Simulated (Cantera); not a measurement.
An isothermal, constant-pressure homogeneous reactor starts with 14.3 % NH3, 85.7 % H2, at 1548 K and 0.0133 bar.

Computed with Cantera and the gas-phase N/H chemistry of the illustrative SiF4/NH3 mechanism in the Surface Chemkin manual (1991). Walls and surfaces, which speed up NH3 decomposition in real reactors, are not modelled.

One state of this run: x NH3 = 0.141; x H2 = 0.858; x NH = 2.29e-7; x N2H2 = 7.07e-8; x N2H4 = 6.48e-10. x: mole fraction; the columns are a selection and need not sum to one.

Problem. Which value of t (s) does it belong to?
A) 200
B) 0.346
C) 0.859
D) 13.1

Solution. D, 13.1
